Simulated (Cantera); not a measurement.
# Thermodynamics of halide evaporation, hydrolysis and transport, feed CsCl + HF + H₂

Input: 1 mol CsCl, 1.2 mol HF, 42 mol H₂, equilibrated at 1125 °C.

These are equilibrium values from Cantera (NASA tables, ideal gas, pure condensed phases), not measurements of a reactor. Candidate condensed phases: Cs, CsCl, CsF; 22 gas species. Kinetics and transport are ignored.

```csv
P (Pa),x H₂,x HF,x CsCl,x H,x HCl
0.100,0.943,0.0264,0.0192,0.00460,0.00336
0.720,0.947,0.0262,0.0202,0.00172,0.00241
5.20,0.949,0.0260,0.0207,0.000639,0.00190
37,0.950,0.0258,0.0210,0.000240,0.00166
270,0.950,0.0257,0.0211,8.88e-5,0.00156
1900,0.950,0.0257,0.0211,3.35e-5,0.00152
14000,0.950,0.0257,0.0209,1.23e-5,0.00150
100000,0.951,0.0257,0.0197,4.61e-6,0.00146
```
x: gas mole fraction; nothing condenses.

From 0.100 Pa to 100000 Pa nothing is condensed. The main Cs-bearing gas is CsCl throughout.
